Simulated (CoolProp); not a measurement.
Values from CoolProp's reference Helmholtz-energy equation of state, de Reuck 1993.

**Question.** Give the vapour pressure (bar), liquid density (kg/m³), surface tension (mN/m), liquid viscosity (µPa s) of saturated methanol at 110.95, 140.75 °C.

**Answer.** 
```json
[
 {"T (°C)": "110.95", "p (bar)": "4.94", "liquid density (kg/m³)": "698", "surface tension (mN/m)": "14.5", "liquid viscosity (µPa s)": "200"},
 {"T (°C)": "140.75", "p (bar)": "11.1", "liquid density (kg/m³)": "660", "surface tension (mN/m)": "11.5", "liquid viscosity (µPa s)": "150"}
]
```

Viscosity comes from a separate model (Xiang 2006). Surface tension comes from a separate correlation (Mulero 2012).
